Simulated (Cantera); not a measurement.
What does this Cantera script print?

```python
import numpy as np
import cantera as ct

gas_names = """
    CL CL2 H HCL H2 Si SiCL SiCL2 SiCL3 SiCL4 SiH SiHCL3 SiH2 SiH2CL2 SiH3 SiH3CL SiH4 Si2 Si3
""".split()
cond_names = """
    Si(cr) Si(L)
""".split()


# ... load() reads the species with a 1 bar reference pressure and builds the phases ...
atoms = {
    'SiHCl3': {'Si': 1, 'H': 1, 'CL': 3},
    'H2': {'H': 2},
}
top_T = {}  # K; cautious upper limits of use, not melting points


# ... equilibrate(T, P, feed) seeds the gas with the atoms and calls Mixture.equilibrate('TP', solver="vcs", rtol=1e-11, max_steps=5000) ...
results = []
feed = {'SiHCl3': 1, 'H2': 28}  # mol
P = 82000  # Pa
for T in [1325, 1350, 1375, 1400, 1425, 1450, 1475, 1500, 1525, 1550]:
    mix = equilibrate(T, P, feed)
    results.append((T, P, feed, dict(zip(mix.species_names, mix.species_moles))))

top = {s: max(r[3][s] / sum(r[3][g] for g in gas_names) for r in results) for s in gas_names}
cols = sorted((s for s in top if top[s] > 0.0001), key=lambda s: -top[s])[:6]
seen = [c for c in cond_names if any(r[3].get(c, 0) > 1e-12 for r in results)]
print("log10 of partial pressures in bar; condensed amounts in mol")
print(f"{'T/K':>10s}" + "".join(f"{s[:9]:>10s}" for s in cols + seen))
for T, P, feed, n in results:
    ng = sum(n[g] for g in gas_names)
    print(f"{T:10.4g}" + "".join(f"{np.log10(max(n[s] / ng * P / 1e5, 1e-99)):10.3f}" for s in cols)
          + "".join(f"{n.get(c, 0):10.4g}" for c in seen))
```

Result:

```
log10 of partial pressures in bar; condensed amounts in mol
       T/K        H2       HCL     SiCL2    SiHCL3     SiCL4     SiCL3    Si(cr)
      1325    -0.115    -1.427    -2.301    -2.378    -2.399    -2.717    0.4304
      1350    -0.117    -1.398    -2.230    -2.444    -2.483    -2.705    0.4441
      1375    -0.118    -1.373    -2.168    -2.516    -2.576    -2.703    0.4555
      1400    -0.119    -1.352    -2.115    -2.596    -2.679    -2.711    0.4647
      1425    -0.120    -1.335    -2.070    -2.681    -2.790    -2.727    0.4718
      1450    -0.120    -1.321    -2.032    -2.772    -2.908    -2.751     0.477
      1475    -0.121    -1.310    -2.001    -2.868    -3.033    -2.782    0.4806
      1500    -0.122    -1.301    -1.975    -2.966    -3.161    -2.819    0.4828
      1525    -0.122    -1.295    -1.953    -3.067    -3.293    -2.859    0.4839
      1550    -0.122    -1.290    -1.935    -3.168    -3.426    -2.903    0.4841
```

Cantera equilibrium calculation (NASA polynomials, part measured and part estimated; ideal gas, pure solids and liquids). The tables' values for SiCl3 are old estimates; treat these amounts as uncertain.
